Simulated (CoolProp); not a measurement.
Saturation properties of ethylene.

Values from CoolProp's reference Helmholtz-energy equation of state, Smukala 2000.

```
T (K)     p (bar)  liquid density (kg/m³)  enthalpy of vaporisation (kJ/kg)  vapour Z
-----  ----------  ----------------------  --------------------------------  --------
174.9  (withheld)              (withheld)                             474.3    0.9585
183         2.116                   547.7                             461.7    0.9441
191.1       3.106                   535.4                             448.3    0.9270
199.2  (withheld)                   522.5                             433.9    0.9068
207.3       6.076              (withheld)                             418.4    0.8837
215.4       8.168                   495.0                        (withheld)    0.8572
223.5       10.74                   480.1                        (withheld)    0.8273
231.6       13.86                   464.1                             362.0    0.7935
```

Question: What belongs in the gaps?

Answer: 
- 174.9, p (bar): 1.387
- 174.9, liquid density (kg/m³): 559.7
- 199.2, p (bar): 4.407
- 207.3, liquid density (kg/m³): 509.1
- 215.4, enthalpy of vaporisation (kJ/kg): 401.4
- 223.5, enthalpy of vaporisation (kJ/kg): 382.7

It boils at 169.4 K under 1 atm.
